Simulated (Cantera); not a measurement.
A freely propagating, adiabatic, planar premixed flame of C₂H₆ : O₂ : N₂ : H₂O = 1 : 2.33 : 8.77 : 2 (molar parts), equivalence ratio 1.5, unburnt at 525 K and 1.30 bar; mixture-averaged transport, grid criteria slope 0.08 and curve 0.16, no radiation.

Cantera simulation using GRI-Mech 3.0 (53 species, 325 reactions); the numbers are that mechanism's predictions, not measurements. Burning velocities carry a grid error of a few per cent, more on coarse grids.

Question: What does this change do: inlet temperature 525 to 625 K?

Answer: 
```tsv
quantity	before	after
laminar burning velocity	29.7 cm/s	48.8 cm/s
thermal thickness	0.682 mm	0.539 mm
peak x(OH)	0.000445	0.000784
peak x(HCN)	1.57e-5	2.40e-5
```

Question: What does this change do: 0.78 parts CO2 added?

Answer: 
```csv
quantity,before,after
laminar burning velocity,29.7 cm/s,21.0 cm/s
thermal thickness,0.682 mm,0.870 mm
peak x(OH),0.000445,0.000268
peak x(HCN),1.57e-5,7.12e-6
```
